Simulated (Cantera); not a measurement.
Input: 1 mol Al, 1.1 mol HCl, 79 mol N2, equilibrated at 31.5 Torr.

Method: chemical equilibrium by Gibbs-energy minimisation in Cantera with the NASA 1993 tables (ideal gas, pure condensed phases). Candidate condensed phases: Al, AlCl3, AlN, NH4Cl; 20 gas species. The tables' values for AlCl2 are old estimates; treat these amounts as uncertain. Equilibrium is a limit: real reactors are often held back by kinetics, nucleation or transport. All values below are at 1698 K.

Base state: N2 0.982, AlCl 0.00953, H2 0.00592, HCl 0.00178, AlCl2 0.000784, AlCl3 0.000261, H 5.43e-5, Cl 1.27e-5 (mole fractions); condensed: AlN(s).

Question: What changes in the equilibrium state with this change: pressure from 31.5 Torr to 1.50 Torr?

Answer: 
```tsv
species	before	after
N2	0.982	0.980
AlCl	0.00953	0.0122
H2	0.00592	0.00615
HCl	0.00178	0.00109
AlCl3	0.000261	5.74e-6
Al	2.77e-6	2.72e-5
AlCl2	0.000784	0.000132
H	5.43e-5	0.000254
AlN(s), mol	0.149	0
```
